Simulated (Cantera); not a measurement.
Cantera run, input and output.

```python
import numpy as np
import cantera as ct

gas = ct.Solution("gri30.yaml")
gas.TPX = 1375, 101325, {'CH4': 1, 'CO2': 1.4}
reactor = ct.IdealGasConstPressureReactor(gas, energy="off", clone=False)
net = ct.ReactorNet([reactor])
net.rtol, net.atol = 1e-08, 1e-18
show = ['CH4', 'CO2', 'CH2', 'CH2CO', 'O2']
times = np.geomspace(4e-06, 60, 15)

steps = ct.SolutionArray(gas, extra=["t"])
rows = []
print(f"{'t/s':>10s}{'T/K':>9s}{'P/Pa':>11s}" + "".join(f"{s:>11s}" for s in show))
for t in times:
    while net.time < t:
        t_next = net.step()
        steps.append(gas.state, t=t_next)
    rows.append([np.interp(t, steps.t, y) for y in (steps.T, steps.P, *steps(*show).X.T)])
    print(f"{t:10.3e}{rows[-1][0]:9.1f}{rows[-1][1]:11.4g}" + "".join(f"{x:11.3e}" for x in rows[-1][2:]))
rate = np.gradient(steps.T, steps.t)
print("integrator steps:", len(steps.t))
if steps.T.max() > steps.T[0] + 200:
    print(f"time of steepest temperature rise: {steps.t[rate.argmax()]:.4e} s")
gas.TPX = 1375, 101325, {'CH4': 1, 'CO2': 1.4}
gas.equilibrate("TP")
print(f"equilibrium (TP): T = {gas.T:.1f} K  " + "  ".join(f"{s} {gas[s].X[0]:.3e}" for s in show))
```

It prints:

```
       t/s      T/K       P/Pa        CH4        CO2        CH2      CH2CO         O2
 4.000e-06   1375.0  1.013e+05  4.167e-01  5.833e-01  9.220e-16  8.728e-22  1.043e-21
 1.302e-05   1375.0  1.013e+05  4.167e-01  5.833e-01  9.277e-15  3.200e-20  4.050e-21
 4.239e-05   1375.0  1.013e+05  4.167e-01  5.833e-01  9.587e-14  1.127e-18  1.851e-20
 1.380e-04   1375.0  1.013e+05  4.167e-01  5.833e-01  9.829e-13  3.911e-17  9.375e-20
 4.491e-04   1375.0  1.013e+05  4.167e-01  5.833e-01  8.322e-12  1.319e-15  3.931e-19
 1.462e-03   1375.0  1.013e+05  4.166e-01  5.833e-01  2.562e-11  3.298e-14  1.352e-18
 4.759e-03   1375.0  1.013e+05  4.165e-01  5.833e-01  3.408e-11  4.917e-13  4.575e-18
 1.549e-02   1375.0  1.013e+05  4.162e-01  5.833e-01  5.560e-11  7.400e-12  1.661e-17
 5.043e-02   1375.0  1.013e+05  4.148e-01  5.831e-01  1.067e-10  1.547e-10  7.992e-17
 1.642e-01   1375.0  1.013e+05  4.095e-01  5.815e-01  1.475e-10  4.177e-09  6.526e-16
 5.344e-01   1375.0  1.013e+05  3.914e-01  5.726e-01  1.291e-10  1.067e-07  5.968e-15
 1.739e+00   1375.0  1.013e+05  3.431e-01  5.371e-01  1.191e-10  1.218e-06  3.012e-14
 5.662e+00   1375.0  1.013e+05  2.402e-01  4.214e-01  2.334e-10  8.459e-06  5.159e-14
 1.843e+01   1375.0  1.013e+05  1.032e-01  2.363e-01  5.391e-10  2.661e-05  3.354e-14
 6.000e+01   1375.0  1.013e+05  7.525e-02  1.657e-01  3.010e-10  1.493e-05  1.697e-14
integrator steps: 1691
equilibrium (TP): T = 1375.0 K  CH4 1.320e-05  CO2 3.480e-02  CH2 5.382e-15  CH2CO 1.066e-10  O2 1.857e-15
```

Cantera simulation using GRI-Mech 3.0 (53 species, 325 reactions); the numbers are that mechanism's predictions, not measurements.
